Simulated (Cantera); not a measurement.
Charge: 1 mol Si₂Cl₆, a varied amount of NH₃, 90 mol N₂, held at 0.975 Torr.

Equilibrium computed with Cantera from the NASA thermochemical tables; the gas is ideal and each condensed phase is pure. Candidate condensed phases: NH₄Cl, Si, Si₃N₄; 28 gas species. The feed counts by its element totals alone. The tables' values for SiCl₃ are old estimates. Kinetics and transport are ignored.

Task: What condenses at these points (T in °C, n(NH₃) in mol): (1550, 35); (1250, 21); (950, 13); (1150, 2.8); (1550, 21); (1250, 1)?

Result: 
| T (°C) | n(NH₃) in mol | condensed phases | Si condensed (%) |
|---|---|---|---|
| 1550 | 35 | Si | 18.8 |
| 1250 | 21 | Si₃N₄ | 74.6 |
| 950 | 13 | Si₃N₄ | 99.5 |
| 1150 | 2.8 | Si₃N₄ | 52.6 |
| 1550 | 21 | Si | 10.9 |
| 1250 | 1 | gas only | 0.0 |
